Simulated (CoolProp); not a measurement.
Saturated liquid density (kg/m³) of normal hydrogen: the reference equation beside estimates from Tc = -240.0 °C, pc = 1296 kPa, ω = -0.219. Rackett uses Z = 0.29056 − 0.08775 ω.

Computed with CoolProp (reference Helmholtz-energy equation of state, Leachman 2009).

| T (°C) | reference | Rackett | van der Waals | Redlich-Kwong | Peng-Robinson |
|---|---|---|---|---|---|
| -248.35 | 65.01 | ? | 51.74 | 74.21 | 77.11 |
| -247.25 | 63.25 | 65.39 | 49.94 | 70.99 | 73.76 |
| -246.15 | 61.31 | 63.15 | ? | ? | 70.14 |
| -245.05 | 59.13 | 60.69 | 45.85 | 63.61 | 66.17 |
| -243.95 | 56.64 | 57.94 | 43.44 | 59.29 | 61.77 |
| -242.85 | 53.67 | 54.73 | ? | 54.33 | ? |
| -241.65 | 49.44 | 50.31 | 36.92 | 47.73 | 50.10 |
| -240.55 | 43.10 | ? | 31.91 | 39.17 | 41.51 |

Q: What belongs in the gaps?

A: 
- -248.35, Rackett: 67.47
- -246.15, van der Waals: 47.99
- -246.15, Redlich-Kwong: 67.48
- -242.85, van der Waals: 40.67
- -242.85, Peng-Robinson: 56.74
- -240.55, Rackett: 43.98

Absolute difference from the reference over all 8 rows, mean and median: Rackett 2.6 and 2.5 %, van der Waals 23.1 and 22.9 %, Redlich-Kwong 7.8 and 8.3 %, Peng-Robinson 10.2 and 10.5 %.
